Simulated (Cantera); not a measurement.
A Cantera script and what it prints.

```python
import numpy as np
import cantera as ct

gas_names = """
    Hg N NO NO2 NO3 N2 N2O O O2 O3
""".split()
cond_names = """
    Hg(cr) Hg(L) HgO(s)
""".split()


# ... load() reads the species with a 1 bar reference pressure and builds the phases ...
atoms = {
    'HgO': {'Hg': 1, 'O': 1},
    'N2': {'N': 2},
}
top_T = {}  # K; cautious upper limits of use, not melting points


# ... equilibrate(T, P, feed) seeds the gas with the atoms and calls Mixture.equilibrate('TP', solver="vcs", rtol=1e-11, max_steps=5000) ...
results = []
feed = {'HgO': 1, 'N2': 1.9}  # mol
T = 648.15  # K
P = 100  # Pa
mix = equilibrate(T, P, feed)
results.append((T, P, feed, dict(zip(mix.species_names, mix.species_moles))))
print(gas.report(threshold=1e-06))
for i in range(1, mix.n_phases):
    print(f"{mix.phase(i).name:16s} {mix.phase_moles(i):12.5e} mol")
```

It prints:

```
       temperature   648.15 K
          pressure   100 Pa
           density   0.0014726 kg/m^3
  mean mol. weight   79.358 kg/kmol
   phase of matter   gas

                          1 kg             1 kmol
                     ---------------   ---------------
          enthalpy        3.4737e+05        2.7567e+07  J
   internal energy        2.7946e+05        2.2178e+07  J
           entropy            3468.2        2.7523e+05  J/K
    Gibbs function       -1.9006e+06       -1.5082e+08  J
 heat capacity c_p            351.27             27876  J/K
 heat capacity c_v             246.5             19562  J/K

                      mass frac. Y      mole frac. X     chem. pot. / RT
                     ---------------   ---------------   ---------------
                Hg           0.74344           0.29412           -18.377
                N2           0.19727           0.55882           -31.369
                O2          0.059296           0.14706           -34.357
     [   +7 minor]        2.3458e-08        6.0122e-08

Hg(L)             0.00000e+00 mol
HgO(s)            0.00000e+00 mol
```

Equilibrium computed with Cantera from the NASA thermochemical tables; the gas is ideal and each condensed phase is pure.
